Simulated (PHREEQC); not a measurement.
**Buffer: speciation**

Make-up at 20 °C: 0.27 mol/kgw H3PO4 and 5.8e-05 mol/kgw NH3. It is in equilibrium with CO2 at log p = -2 (atm). Otherwise closed; pH follows from the charge balance.

The numbers come from PHREEQC with the ion-association model, phreeqc.dat.

No solid was allowed to form.

Question: What pH, specific conductance does the model give?

Answer: pH 1.39; specific conductance 14100 µS/cm.

Question: In which forms is P present?

Answer: H3PO4 82 %, H2PO4- 18 % of the P.

Complexes and solids missing from the database can't appear.
